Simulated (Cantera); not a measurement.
**Thermodynamics of carbon deposition, reforming and gasification, feed acetone + H2**

Feed: 1 mol acetone, 63 mol H2, held at 1702 °C.

These are equilibrium values from Cantera (NASA tables, ideal gas, pure condensed phases), not measurements of a reactor. Candidate condensed phases: C, C6H6, C7H8, C8H18, H2O; 110 gas species. The feed counts by its element totals alone. The ideal-gas law is rough above about 30 bar. Rates play no part.

From 0.000100 bar to 22.0 bar the condensed part is C(graphite). At 100 bar nothing is condensed. The main C-bearing gas is CO at 0.000100 bar and CH4 at 100 bar. The share of C in condensed phases is highest at 0.000100 bar (64.0 %) and lowest at 100 bar (0.0 %).

```
P (Pa)     x H2       x H     x CH4    x CO  x C2H2 (acetylene)  n C(graphite)
--------  -----  --------  --------  ------  ------------------  -------------
10        0.859     0.127   3.35e-8  0.0140            0.000558           1.92
46        0.924    0.0613   1.78e-7  0.0145            0.000600           1.92
220       0.956    0.0285   9.13e-7  0.0147            0.000621           1.92
1000      0.971    0.0135   4.28e-6  0.0148            0.000631           1.91
4600      0.978   0.00631   2.00e-5  0.0149            0.000635           1.91
22000     0.981   0.00289   9.62e-5  0.0149            0.000637           1.91
100000    0.983   0.00136  0.000438  0.0149            0.000638           1.88
460000    0.982  0.000632   0.00201  0.0149            0.000638           1.78
2200000   0.974  0.000288   0.00948  0.0150            0.000633           1.27
10000000  0.954  0.000134    0.0298  0.0151            0.000322              0
```
x: gas mole fraction; n: condensed amount in mol.
